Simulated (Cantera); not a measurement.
A perfectly stirred reactor is fed with NH3 : H2 = 1 : 1.7 (molar parts), at 0.260 bar; it is held at 1800 K, and followed from long to short residence time.

Computed with Cantera and the gas-phase N/H chemistry of the illustrative SiF4/NH3 mechanism in the Surface Chemkin manual (1991). Walls and surfaces, which speed up NH3 decomposition in real reactors, are not modelled.

What does this change do: H2 1.7 to 13 parts?


```json
[
 {"quantity": "x(NH3) at τ = 2.20 s", "before": "0.155", "after": "0.0399"},
 {"quantity": "x(H2) at τ = 2.20 s", "before": "0.766", "after": "0.945"},
 {"quantity": "x(NH2) at τ = 2.20 s", "before": "0.000126", "after": "4.73e-5"},
 {"quantity": "x(H) at τ = 2.20 s", "before": "0.000233", "after": "0.000420"},
 {"quantity": "x(N) at τ = 2.20 s", "before": "1.12e-7", "after": "9.25e-8"},
 {"quantity": "x(NH3) at τ = 50.0 ms", "before": "0.358", "after": "0.0702"},
 {"quantity": "x(H2) at τ = 50.0 ms", "before": "0.637", "after": "0.929"},
 {"quantity": "x(NH2) at τ = 50.0 ms", "before": "0.000217", "after": "6.54e-5"},
 {"quantity": "x(H) at τ = 50.0 ms", "before": "0.000145", "after": "0.000323"},
 {"quantity": "x(N) at τ = 50.0 ms", "before": "1.03e-7", "after": "7.82e-8"}
]
```

What does this change do: pressure from 0.260 bar to 30.0 Torr?


| quantity | before | after |
|---|---|---|
| x(NH3) at τ = 2.20 s | 0.155 | 0.268 |
| x(H2) at τ = 2.20 s | 0.766 | 0.694 |
| x(NH2) at τ = 2.20 s | 0.000126 | 0.000221 |
| x(H) at τ = 2.20 s | 0.000233 | 0.000214 |
| x(N) at τ = 2.20 s | 1.12e-7 | 1.95e-7 |
| x(NH3) at τ = 50.0 ms | 0.358 | 0.368 |
| x(H2) at τ = 50.0 ms | 0.637 | 0.631 |
| x(NH2) at τ = 50.0 ms | 0.000217 | 0.000245 |
| x(H) at τ = 50.0 ms | 0.000145 | 0.000158 |
| x(N) at τ = 50.0 ms | 1.03e-7 | 1.40e-7 |

What does this change do: NH3 1 to 0.2 parts?


```json
[
 {"quantity": "x(NH3) at τ = 2.20 s", "before": "0.155", "after": "0.0556"},
 {"quantity": "x(H2) at τ = 2.20 s", "before": "0.766", "after": "0.922"},
 {"quantity": "x(NH2) at τ = 2.20 s", "before": "0.000126", "after": "6.05e-5"},
 {"quantity": "x(H) at τ = 2.20 s", "before": "0.000233", "after": "0.000375"},
 {"quantity": "x(N) at τ = 2.20 s", "before": "1.12e-7", "after": "9.87e-8"},
 {"quantity": "x(NH3) at τ = 50.0 ms", "before": "0.358", "after": "0.103"},
 {"quantity": "x(H2) at τ = 50.0 ms", "before": "0.637", "after": "0.896"},
 {"quantity": "x(NH2) at τ = 50.0 ms", "before": "0.000217", "after": "8.86e-5"},
 {"quantity": "x(H) at τ = 50.0 ms", "before": "0.000145", "after": "0.000288"},
 {"quantity": "x(N) at τ = 50.0 ms", "before": "1.03e-7", "after": "8.97e-8"}
]
```
